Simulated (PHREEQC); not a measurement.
Synthetic water in mg/L, 70 °C, pH 3.06, pe 10.3: Na 24.1; K 0.00787; Ca 35.5; Mg 41; Cl 24.1; S(6) as SO4 361; Al 0.247.

Valence states are taken as typed.

Equilibrium calculation in PHREEQC: ion-association model, phreeqc.dat.

No solid was allowed to form.

**Question.** Order these Ca species by the share of Ca that they hold, largest first: CaHSO4+, Ca+2, CaSO4.

**Answer.** Ca+2 (80 %), CaSO4 (19 %), CaHSO4+ (0.29 %)

The pH is 3.06 and the ionic strength 0.00993 mol/kgw. Away from 25 °C the constants follow the database's enthalpies or fits; those with neither stay at their 25 °C values.
